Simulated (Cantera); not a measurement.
A closed system holds: 1 mol B2H6, 1.1 mol N2, 18 mol H2, at 1330 Pa.

Cantera equilibrium calculation (NASA polynomials, part measured and part estimated; ideal gas, pure solids and liquids). Candidate condensed phases: B, BN; 15 gas species. The feed counts by its element totals alone. Mutual solubility and eutectic melting of coexisting phases are not modelled. The numbers say what is thermodynamically allowed, not how fast it happens.

Problem. What share of the B ends up in condensed phases as a function of T (°C), at 1552, 1602, 1652, 1702, 1752, 1802, 1852, 1902, 1952, 2002, 2052, 2102?

Solution. 
```json
[
 {"T (°C)": "1552", "B condensed (%)": "99.9", "as": "BN(s)"},
 {"T (°C)": "1602", "B condensed (%)": "99.9", "as": "BN(s)"},
 {"T (°C)": "1652", "B condensed (%)": "99.8", "as": "BN(s)"},
 {"T (°C)": "1702", "B condensed (%)": "99.6", "as": "B(s) + BN(s)"},
 {"T (°C)": "1752", "B condensed (%)": "99.4", "as": "B(s) + BN(s)"},
 {"T (°C)": "1802", "B condensed (%)": "99.2", "as": "B(s) + BN(s)"},
 {"T (°C)": "1852", "B condensed (%)": "99.0", "as": "B(s)"},
 {"T (°C)": "1902", "B condensed (%)": "98.6", "as": "B(s)"},
 {"T (°C)": "1952", "B condensed (%)": "98.1", "as": "B(s)"},
 {"T (°C)": "2002", "B condensed (%)": "97.4", "as": "B(s)"},
 {"T (°C)": "2052", "B condensed (%)": "96.4", "as": "B(s)"},
 {"T (°C)": "2102", "B condensed (%)": "94.9", "as": "B(l)"}
]
```
